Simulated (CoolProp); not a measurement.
Vapour-liquid equilibrium of R143a (1) + R1234yf (2) at 1410 kPa; x and y are mole fractions of (1).

Computed with CoolProp (multi-fluid Helmholtz-energy mixture model, Lemmon and Jacobsen 2000 and Lemmon 2022; pair parameters Bell 2016).

| x | bubble temperature (K) | y at the bubble point | dew temperature at overall composition x (K) | liquid density (mol/L) |
|---|---|---|---|---|
| 0.05 | 324.9 | 0.073 | [?] | 8.650 |
| 0.125 | 322.6 | 0.177 | 323.7 | 8.813 |
| 0.2 | 320.4 | 0.272 | 322.0 | 8.975 |
| 0.275 | 318.3 | 0.362 | 320.3 | 9.139 |
| 0.35 | 316.3 | 0.445 | 318.6 | 9.303 |
| 0.425 | 314.4 | 0.523 | 316.8 | 9.470 |
| 0.5 | 312.7 | 0.596 | 315.0 | 9.638 |
| 0.575 | [?] | [?] | 313.2 | [?] |
| 0.65 | 309.3 | 0.731 | 311.3 | 9.982 |
| 0.725 | 307.8 | 0.794 | 309.5 | 10.16 |
| 0.8 | 306.2 | 0.853 | 307.6 | 10.34 |
| 0.875 | 304.8 | 0.910 | 305.7 | 10.53 |
| 0.95 | 303.4 | 0.965 | [?] | [?] |

Task: Fill in the missing entries.

Result: 
- 0.05, dew temperature at overall composition x (K): 325.4
- 0.575, bubble temperature (K): 311.0
- 0.575, y at the bubble point: 0.666
- 0.575, liquid density (mol/L): 9.809
- 0.95, dew temperature at overall composition x (K): 303.8
- 0.95, liquid density (mol/L): 10.72

No azeotrope shows between x = 0.05 and 0.95.

Pair parameters are fitted to limited data, so mixtures are less certain than the pure fluids.
